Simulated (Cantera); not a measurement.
A perfectly stirred reactor is fed with 25.0 % H₂, 19.2 % O₂, 55.8 % N₂, at 645 Torr; it is held at 1298 K, and followed from long to short residence time.

Computed with Cantera and GRI-Mech 3.0 (53 species, 325 reactions). The temperature is held fixed by assumption; the heat of reaction is taken as removed at once.

One state of this run: x H₂ = 0.00103; x O₂ = 0.0772; x O = 0.000118; x NO₂ = 3.96e-9; x HO₂ = 2.64e-5; x H₂O₂ = 1.84e-6; x N₂O = 5.03e-7. x: mole fraction; the columns are a selection and need not sum to one.

Q: Which value of τ (s) does it belong to?
A) 0.00016
B) 0.013
C) 0.0055
D) 0.032

A: D, 0.032
